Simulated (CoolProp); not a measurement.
Saturation properties of dimethyl carbonate (Tc = 557.0 K, pc = 4.909 MPa, ω = 0.346).

Values from CoolProp's reference Helmholtz-energy equation of state, Zhou 2011.

```
T (K)  p (MPa)  liquid density (kg/m³)  vapour density (kg/m³)  enthalpy of vaporisation (kJ/kg)  surface tension (mN/m)
-----  -------  ----------------------  ----------------------  --------------------------------  ----------------------
444.9   0.7923                   846.1                   22.15                             310.3                    8.89
447.9   0.8410                   840.8                   23.51                             307.4                    8.56
450.9   0.8919                   835.5                   24.94                             304.4                    8.23
453.9   0.9452                   830.0                   26.44                             301.4                    7.91
456.9    1.001                   824.5                   28.01                             298.4                    7.59
459.9    1.059                   819.0                   29.67                             295.3                    7.28
462.8    1.117                   813.5                   31.36                             292.2                    6.98
465.8    1.180                   807.8                   33.19                             288.9                    6.67
468.8    1.246                   802.0                   35.11                             285.6                    6.37
471.8    1.315                   796.1                   37.14                             282.2                    6.07
474.8    1.386                   790.1                   39.27                             278.7                    5.77
477.7    1.458                   784.2                   41.44                             275.3                    5.49
480.7    1.535                   777.9                   43.80                             271.6                    5.21
483.7    1.615                   771.6                   46.29                             267.9                    4.92
486.7    1.698                   765.1                   48.92                             264.0                    4.64
```

It boils at 363.3 K under 1 atm.

Surface tension comes from a separate correlation (Mulero 2014).
